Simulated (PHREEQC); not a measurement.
PHREEQC input (ion-association model, wateq4f.dat):

```
SOLUTION_MASTER_SPECIES
  An  An-  0  An  62.0  # stands for a non-complexing anion
SOLUTION_SPECIES
  An- = An-
    -log_k 0
    -gamma 3.0 0
PHASES
  Fix_H+
    H+ = H+
    -log_k 0
SOLUTION 1
  temp 25
  units mmol/kgw
  pH 7 charge
  Cl 0.148
  Mg 0.074
  Na 50
  An 50
END
SELECTED_OUTPUT 1
  -reset false
  -pH true
  -pe true
  -ionic_strength true
  -water true
  -totals Cl Mg Na
  -molalities Hfo_wOH Hfo_wOH2+ Hfo_wO- Hfo_sOH Hfo_sOH2+ Hfo_sO- Hfo_wOMg+
  -saturation_indices Brucite Halite
USER_PUNCH 1
  -headings sigma psi
  10 PUNCH EDL("sigma", "Hfo"), EDL("psi", "Hfo")
PRINT
  -reset false
USE solution 1
SURFACE 1
  Hfo_wOH 0.000449438 600 0.2
  Hfo_sOH 1.1236e-05
EQUILIBRIUM_PHASES 1
  Fix_H+ -4 HAn 10
    -force_equality true
  O2(g) -0.68 10
END
# ... the last block is repeated for the other 12 points of pH, with NaOH or the acid as the point needs
```

Selected output (columns that matter, 12 of 13 rows; pH added in front):

```
pH	mu	Mg	Na	m_Hfo_wOH	m_Hfo_wOH2+	m_Hfo_wO-	m_Hfo_sOH	m_Hfo_sOH2+	m_Hfo_sO-	m_Hfo_wOMg+	si_Brucite	si_Halite	sigma	psi
4	0.050522	7.4e-05	0.05	9.1548e-05	0.00035735	5.3727e-07	2.2887e-06	8.9339e-06	1.3432e-08	1.6456e-12	-13.288	-6.8878	0.29409	0.15964
4.67	0.050383	7.4e-05	0.05	0.00017866	0.00026805	2.7279e-06	4.4665e-06	6.7013e-06	6.8197e-08	2.7023e-11	-11.948	-6.8876	0.21868	0.14457
5.33	0.050319	7.4e-05	0.05	0.00025575	0.00018561	8.0729e-06	6.3938e-06	4.6404e-06	2.0182e-07	3.9107e-10	-10.628	-6.8876	0.14633	0.12418
6	0.050278	7.3994e-05	0.05	0.00030696	0.00012524	1.7235e-05	7.674e-06	3.1311e-06	4.3088e-07	5.7735e-09	-9.2878	-6.8875	0.089025	0.099342
6.67	0.050252	7.3911e-05	0.05	0.00033256	8.8005e-05	2.8789e-05	8.3156e-06	2.2006e-06	7.1987e-07	8.8667e-08	-7.9482	-6.8875	0.048878	0.070831
7.33	0.050232	7.263e-05	0.05	0.0003415	6.6233e-05	4.0337e-05	8.5636e-06	1.6609e-06	1.0115e-06	1.3701e-06	-6.6358	-6.8874	0.022447	0.039772
8.67	0.050177	1.8554e-05	0.050127	0.0002864	2.1936e-05	8.5659e-05	8.1675e-06	6.2558e-07	2.4429e-06	5.5446e-05	-4.5488	-6.8863	-0.0081172	-0.015629
9.33	0.050192	1.9905e-06	0.050202	0.00025127	1.2755e-05	0.0001134	7.4804e-06	3.7972e-07	3.3759e-06	7.2009e-05	-4.1998	-6.8856	-0.025434	-0.044103
10	0.050304	1.5182e-07	0.050337	0.00022375	7.9719e-06	0.00014387	6.6936e-06	2.3849e-07	4.3039e-06	7.3848e-05	-3.9847	-6.8846	-0.053162	-0.074643
10.67	0.050783	1.4937e-08	0.050842	0.0001819	3.999e-06	0.00018955	5.4437e-06	1.1968e-07	5.6726e-06	7.3985e-05	-3.6843	-6.8809	-0.094177	-0.10187
11.33	0.052885	2.7874e-09	0.052977	0.00012236	1.3625e-06	0.00025172	3.6618e-06	4.0776e-08	7.5333e-06	7.3997e-05	-3.2167	-6.8657	-0.14784	-0.12344
12	0.06283	1.7977e-09	0.062958	5.4249e-05	2.1004e-07	0.00032098	1.6235e-06	6.286e-09	9.6061e-06	7.3998e-05	-2.4049	-6.8024	-0.20615	-0.13594
```

Species that the database lacks are ignored.
